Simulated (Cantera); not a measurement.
Feed: 1 mol Fe2O3, 0.79 mol C, 0.14 mol N2, at 1 atm.

Method: chemical equilibrium by Gibbs-energy minimisation in Cantera with the NASA 1993 tables (ideal gas, pure condensed phases). Candidate condensed phases: C, Fe, Fe(CO)5, FeO, Fe2O3, Fe3O4; 27 gas species. The tables' stoichiometric FeO is somewhat more stable than real wüstite, so its field is too wide. FeO: taken at fixed stoichiometry. Kinetics and transport are ignored.

x: gas mole fraction; n: condensed amount in mol.

```json
[
 {"T (K)": "1273", "x CO": "0.624", "x CO2": "0.226", "x N2": "0.151", "x Fe": "2.58e-10", "x FeO": "<1e-12", "n FeO(s)": "2.00", "n FeO(l)": "0"},
 {"T (K)": "1473", "x CO": "0.624", "x CO2": "0.226", "x N2": "0.151", "x Fe": "3.75e-8", "x FeO": "?", "n FeO(s)": "2.00", "n FeO(l)": "0"},
 {"T (K)": "1673", "x CO": "0.624", "x CO2": "0.226", "x N2": "0.151", "x Fe": "1.56e-6", "x FeO": "?", "n FeO(s)": "0", "n FeO(l)": "2.00"},
 {"T (K)": "1873", "x CO": "0.624", "x CO2": "0.226", "x N2": "0.151", "x Fe": "2.41e-5", "x FeO": "?", "n FeO(s)": "0", "n FeO(l)": "2.00"},
 {"T (K)": "2073", "x CO": "0.623", "x CO2": "0.226", "x N2": "0.150", "x Fe": "0.000214", "x FeO": "?", "n FeO(s)": "0", "n FeO(l)": "2.00"},
 {"T (K)": "2273", "x CO": "0.622", "x CO2": "0.227", "x N2": "0.150", "x Fe": "0.00126", "x FeO": "?", "n FeO(s)": "0", "n FeO(l)": "2.00"},
 {"T (K)": "2473", "x CO": "0.615", "x CO2": "0.229", "x N2": "0.149", "x Fe": "0.00536", "x FeO": "?", "n FeO(s)": "0", "n FeO(l)": "1.99"},
 {"T (K)": "2673", "x CO": "0.596", "x CO2": "0.234", "x N2": "0.147", "x Fe": "0.0176", "x FeO": "?", "n FeO(s)": "0", "n FeO(l)": "1.98"}
]
```

Fill in the missing entries.


- 1473, x FeO: 1.19e-10
- 1673, x FeO: 1.45e-8
- 1873, x FeO: 5.16e-7
- 2073, x FeO: 8.87e-6
- 2273, x FeO: 8.95e-5
- 2473, x FeO: 0.000606
- 2673, x FeO: 0.00302
